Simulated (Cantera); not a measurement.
**Iron carbonyl, mercury and lead vapours: PbO + CO + H2 + O2**

Input: 1 mol PbO, 0.73 mol CO, 0.61 mol H2, 0.25 mol O2, equilibrated at 0.100 bar.

Cantera equilibrium calculation (NASA polynomials, part measured and part estimated; ideal gas, pure solids and liquids). Candidate condensed phases: C, C6H6, C7H8, C8H18, H2O, Pb, PbO, PbO2, Pb3O4; 113 gas species. Each liquid is taken as pure. Mutual solubility and eutectic melting of coexisting phases are not modelled. Gases not in the tables: (PbO)n polymers. Equilibrium is a limit: real reactors are often held back by kinetics, nucleation or transport.

From 1125 K to 1150 K the condensed part is Pb(l) + PbO(yellow). From 1175 K to 1350 K the condensed part is Pb(l) + PbO(l). The share of Pb in condensed phases is highest at 1125 K (99.7 %) and lowest at 1350 K (91.6 %).

```json
[
 {"T (K)": "1125", "log p CO2": "-1.26", "log p H2O": "-1.34", "log p Pb": "-3.72", "log p PbO": "-4.92", "n Pb(l)": "0.837", "n PbO(yellow)": "0.160", "n PbO(l)": "0"},
 {"T (K)": "1150", "log p CO2": "-1.27", "log p H2O": "-1.34", "log p Pb": "-3.54", "log p PbO": "-4.64", "n Pb(l)": "0.836", "n PbO(yellow)": "0.160", "n PbO(l)": "0"},
 {"T (K)": "1175", "log p CO2": "-1.27", "log p H2O": "-1.34", "log p Pb": "-3.36", "log p PbO": "-4.39", "n Pb(l)": "0.834", "n PbO(yellow)": "0", "n PbO(l)": "0.160"},
 {"T (K)": "1200", "log p CO2": "-1.27", "log p H2O": "-1.35", "log p Pb": "-3.19", "log p PbO": "-4.17", "n Pb(l)": "0.831", "n PbO(yellow)": "0", "n PbO(l)": "0.160"},
 {"T (K)": "1225", "log p CO2": "-1.27", "log p H2O": "-1.35", "log p Pb": "-3.03", "log p PbO": "-3.95", "n Pb(l)": "0.827", "n PbO(yellow)": "0", "n PbO(l)": "0.159"},
 {"T (K)": "1250", "log p CO2": "-1.27", "log p H2O": "-1.35", "log p Pb": "-2.87", "log p PbO": "-3.74", "n Pb(l)": "0.821", "n PbO(yellow)": "0", "n PbO(l)": "0.158"},
 {"T (K)": "1275", "log p CO2": "-1.27", "log p H2O": "-1.35", "log p Pb": "-2.72", "log p PbO": "-3.54", "n Pb(l)": "0.813", "n PbO(yellow)": "0", "n PbO(l)": "0.157"},
 {"T (K)": "1300", "log p CO2": "-1.28", "log p H2O": "-1.36", "log p Pb": "-2.58", "log p PbO": "-3.35", "n Pb(l)": "0.803", "n PbO(yellow)": "0", "n PbO(l)": "0.155"},
 {"T (K)": "1325", "log p CO2": "-1.28", "log p H2O": "-1.36", "log p Pb": "-2.44", "log p PbO": "-3.16", "n Pb(l)": "0.788", "n PbO(yellow)": "0", "n PbO(l)": "0.151"},
 {"T (K)": "1350", "log p CO2": "-1.29", "log p H2O": "-1.37", "log p Pb": "-2.31", "log p PbO": "-2.98", "n Pb(l)": "0.769", "n PbO(yellow)": "0", "n PbO(l)": "0.146"}
]
```
log p: log10 of the partial pressure in bar; n: condensed amount in mol.
